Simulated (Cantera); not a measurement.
An adiabatic, constant-pressure homogeneous reactor starts with CH₄ : O₂ : N₂ = 1 : 1 : 3.76 (molar parts), equivalence ratio 2.0, at 1350 K and 5.33 atm. Integrator tolerance rtol = 1e-08.

Computed with Cantera and GRI-Mech 3.0 (53 species, 325 reactions).

Problem. What does this change do: 0.009 parts H2 added?

Solution. 
```
quantity                                                              before                                      after
---------------------------------  -----------------------------------------  -----------------------------------------
time of steepest temperature rise                                    2.22 ms                                    2.08 ms
temperature at 0.200 s                                                2414 K                                     2413 K
equilibrium temperature                                               2414 K                                     2413 K
x(CH₄) at 0.200 s                  5.91e-10 (gas-phase equilibrium 6.67e-10)  6.05e-10 (gas-phase equilibrium 6.83e-10)
x(O₂) at 0.200 s                     1.75e-6 (gas-phase equilibrium 1.75e-6)    1.71e-6 (gas-phase equilibrium 1.71e-6)
x(C₂H) at 0.200 s                      <1e-12 (gas-phase equilibrium <1e-12)      <1e-12 (gas-phase equilibrium <1e-12)
x(H) at 0.200 s                      0.00298 (gas-phase equilibrium 0.00298)    0.00297 (gas-phase equilibrium 0.00297)
x(H₂O) at 0.200 s                        0.130 (gas-phase equilibrium 0.130)        0.130 (gas-phase equilibrium 0.130)
```
